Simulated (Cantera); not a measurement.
Input (Python, Cantera) and output of one run.

```python
import numpy as np
import cantera as ct

gas_names = """
    Electron F F+ F- F2 H H+ H- HF H2 H2+ H2- H2F2 H3F3 H4F4 H5F5 H6F6 H7F7
""".split()
cond_names = """

""".split()


# ... load() reads the species with a 1 bar reference pressure and builds the phases ...
atoms = {
    'HF': {'H': 1, 'F': 1},
    'H2': {'H': 2},
}
top_T = {}  # K; cautious upper limits of use, not melting points


# ... equilibrate(T, P, feed) seeds the gas with the atoms and calls Mixture.equilibrate('TP', solver="vcs", rtol=1e-11, max_steps=5000) ...
results = []
feed = {'HF': 1, 'H2': 2.3}  # mol
P = 410000  # Pa
for T in [2000, 2250, 2500, 2750, 3000, 3250, 3500, 3750, 4000, 4250, 4500, 4750, 5000]:
    mix = equilibrate(T, P, feed)
    results.append((T, P, feed, dict(zip(mix.species_names, mix.species_moles))))

top = {s: max(r[3][s] / sum(r[3][g] for g in gas_names) for r in results) for s in gas_names}
cols = sorted((s for s in top if top[s] > 1e-05), key=lambda s: -top[s])[:6]
seen = [c for c in cond_names if any(r[3].get(c, 0) > 1e-12 for r in results)]
print("log10 of partial pressures in bar; condensed amounts in mol")
print(f"{'T/K':>10s}" + "".join(f"{s[:9]:>10s}" for s in cols + seen))
for T, P, feed, n in results:
    ng = sum(n[g] for g in gas_names)
    print(f"{T:10.4g}" + "".join(f"{np.log10(max(n[s] / ng * P / 1e5, 1e-99)):10.3f}" for s in cols)
          + "".join(f"{n.get(c, 0):10.4g}" for c in seen))
```

Result:

```
log10 of partial pressures in bar; condensed amounts in mol
       T/K         H        H2        HF         F
      2000    -2.561     0.456     0.094    -6.309
      2250    -1.902     0.454     0.094    -5.257
      2500    -1.374     0.451     0.092    -4.413
      2750    -0.944     0.441     0.088    -3.720
      3000    -0.591     0.422     0.080    -3.141
      3250    -0.300     0.386     0.066    -2.647
      3500    -0.065     0.328     0.043    -2.220
      3750     0.121     0.240     0.011    -1.843
      4000     0.262     0.118    -0.032    -1.504
      4250     0.362    -0.038    -0.086    -1.197
      4500     0.428    -0.221    -0.156    -0.923
      4750     0.471    -0.420    -0.251    -0.693
      5000     0.497    -0.622    -0.381    -0.517
```

Cantera equilibrium calculation (NASA polynomials, part measured and part estimated; ideal gas, pure solids and liquids).
